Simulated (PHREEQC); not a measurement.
A PHREEQC speciation (ion-association model, phreeqc.dat) at 25 °C gives pH 1.52 and these molalities:

```tsv
species	mol/kgw
Na+	0.360
SO4-2	0.112
HSO4-	0.0837
Cl-	0.0698
H+	0.0401
NaSO4-	0.0400
CdCl+	0.0321
CdSO4	0.0295
Cd(SO4)2-2	0.0259
Cd+2	0.0186
CdCl2	0.00381
CdCl3-	0.000166
```

**Question.** What are the element totals, and what could have been dissolved in 1 kg of water to give them?

**Answer.** This is not unique; one that fits is totals Cd 0.110, Cl 0.110, Na 0.400, S(6) 0.317 mol/kgw, from 0.11 mol CdSO4, 0.2 mol Na2SO4, 0.0069 mol H2SO4 and 0.11 mol HCl per kg of water.

This is a speciation only: nothing precipitates in the calculation.
